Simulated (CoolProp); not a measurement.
R113 along the isotherm 226.85 °C: density (kg/m³) from the reference equation and from simpler models built on Tc = 214.1 °C, pc = 3.392 MPa, ω = 0.253; each cubic takes its own stable root.

Model: reference Helmholtz-energy equation of state, Marx 1992, in CoolProp.

| p (MPa) | phase | reference |
|---|---|---|
| 0.509 | gas | 24.09 |
| 1.02 | gas | 51.04 |
| 1.53 | gas | 81.63 |
| 2.04 | gas | 117.5 |
| 2.54 | gas | 160.6 |
| 3.05 | gas | 219.1 |
| 3.56 | supercritical | 313.9 |
| 4.07 | supercritical | 584.2 |
| 4.58 | supercritical | 786.3 |
| 5.09 | supercritical | 854.6 |

Task: How far does each simpler model (ideal gas, van der Waals, Redlich-Kwong) lie from the reference over these 10 states: mean and median of the absolute difference, and the worst?

Result: 
- ideal gas: mean 38.2 %, median 33.0 %, worst -73.8 % at 226.85 °C and 4.58 MPa
- van der Waals: mean 6.8 %, median 2.4 %, worst -25.6 % at 226.85 °C and 5.09 MPa
- Redlich-Kwong: mean 3.5 %, median 0.5 %, worst -14.1 % at 226.85 °C and 5.09 MPa
